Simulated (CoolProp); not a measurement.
Properties of methane along the isotherm 182 K (Tc = 190.6 K, pc = 4599 kPa, ω = 0.011).

Values from CoolProp's reference Helmholtz-energy equation of state, Setzmann 1991.

| p (kPa) | phase | Joule-Thomson coefficient (K/MPa) | conductivity (mW/(m K)) | Prandtl number | fugacity coefficient |
|---|---|---|---|---|---|
| 1770 | gas | 11.87 | 22.6 | 0.903 | 0.8551 |
| 5310 | liquid | 0.8417 | 91.4 | 2.06 | 0.5019 |
| 7080 | liquid | 0.5198 | 97.3 | 1.83 | 0.4011 |
| 8840 | liquid | 0.3299 | 102 | 1.72 | 0.3414 |
| 10600 | liquid | 0.1996 | 106 | 1.65 | 0.3022 |
| 12400 | liquid | 0.1010 | 110 | 1.60 | 0.2742 |
| 14200 | liquid | 0.02452 | 113 | 1.56 | 0.2538 |
| 15900 | liquid | -0.03383 | 116 | 1.54 | 0.2394 |
| 17700 | liquid | -0.08503 | 119 | 1.52 | 0.2276 |
| 19500 | liquid | -0.1281 | 122 | 1.50 | 0.2185 |
| 21200 | liquid | -0.1629 | 125 | 1.49 | 0.2118 |
| 23000 | liquid | -0.1950 | 127 | 1.47 | 0.2062 |

Viscosity comes from a separate model (Quiñones-Cisneros 2006). Thermal conductivity comes from a separate model (Friend 1989).
